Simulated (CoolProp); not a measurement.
Oxygen along the isobar 6.37 MPa: density (kg/m³) from the reference equation and from simpler models built on Tc = -118.6 °C, pc = 5.046 MPa, ω = 0.022; each cubic takes its own stable root.

The numbers come from the reference Helmholtz-energy equation of state, Schmidt 1985 in CoolProp. Above 300 K oxygen's equation is extrapolated.

```
T (°C)           phase  reference  van der Waals  Soave-Redlich-Kwong  Peng-Robinson
-------  -------------  ---------  -------------  -------------------  -------------
-171.75         liquid       1100          768.5                 1099           1239
-146.55         liquid      959.4          676.7                932.6           1052
-121.25         liquid      730.4          530.1                654.2          727.9
-96.05   supercritical      209.6          216.2                208.0          218.5
-70.75   supercritical      149.8          154.1                148.9          154.5
-45.45   supercritical      122.3          125.7                121.5          125.2
-20.25   supercritical      105.1          107.9                104.3          107.1
5.05     supercritical      92.78          95.05                92.12          94.22
30.25    supercritical      83.45          85.35                82.87          84.54
55.55    supercritical      76.01          77.60                75.50          76.85
80.75    supercritical      69.93          71.28                69.48          70.60
106.05   supercritical      64.81          65.97                64.42          65.36
131.25   supercritical      60.46          61.47                60.12          60.92
156.55   supercritical      56.68          57.56                56.39          57.07
```
